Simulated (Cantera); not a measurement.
Fluorocarbon and chlorocarbon gases: CF₄ + CH₄ + H₂

Charge: 1 mol CF₄, a varied amount of CH₄, 1.1 mol H₂, held at 1748 K and 13.3 mbar.

Cantera equilibrium calculation (NASA polynomials, part measured and part estimated; ideal gas, pure solids and liquids). Candidate condensed phases: C, C₆H₆, C₇H₈, C₈H₁₈; 95 gas species. Gases not in the tables: C₂F₆ and larger saturated fluorocarbons. The numbers say what is thermodynamically allowed, not how fast it happens.

| n(CH₄) (mol) | x HF | x H₂ | x CF₄ | x CF₂ | x H | n C(graphite) |
|---|---|---|---|---|---|---|
| 0.1 | 0.879 | 4.24e-8 | 0.116 | 0.00300 | 4.07e-7 | 0.746 |
| 0.24 | 0.936 | 6.65e-8 | 0.0608 | 0.00217 | 5.10e-7 | 1.03 |
| 0.37 | 0.978 | 1.25e-7 | 0.0204 | 0.00126 | 7.00e-7 | 1.29 |
| 0.51 | 0.971 | 0.0290 | <1e-12 | 5.35e-9 | 0.000337 | 1.51 |
| 0.65 | 0.909 | 0.0906 | <1e-12 | 1.50e-9 | 0.000596 | 1.65 |
| 0.78 | 0.858 | 0.141 | <1e-12 | 8.57e-10 | 0.000744 | 1.78 |
| 0.92 | 0.809 | 0.190 | <1e-12 | 5.67e-10 | 0.000862 | 1.92 |
| 1.1 | 0.754 | 0.245 | <1e-12 | 3.82e-10 | 0.000979 | 2.10 |
| 1.2 | 0.727 | 0.272 | <1e-12 | 3.19e-10 | 0.00103 | 2.20 |
| 1.3 | 0.701 | 0.298 | <1e-12 | 2.72e-10 | 0.00108 | 2.30 |
| 1.5 | 0.655 | 0.343 | <1e-12 | 2.06e-10 | 0.00116 | 2.50 |
x: gas mole fraction; n: condensed amount in mol.

From 0.1 mol CH₄ to 1.5 mol CH₄ the condensed part is C(graphite). The main C-bearing gas is CF₄ at 0.1 mol CH₄ and C₂H₂ (acetylene) at 1.5 mol CH₄.
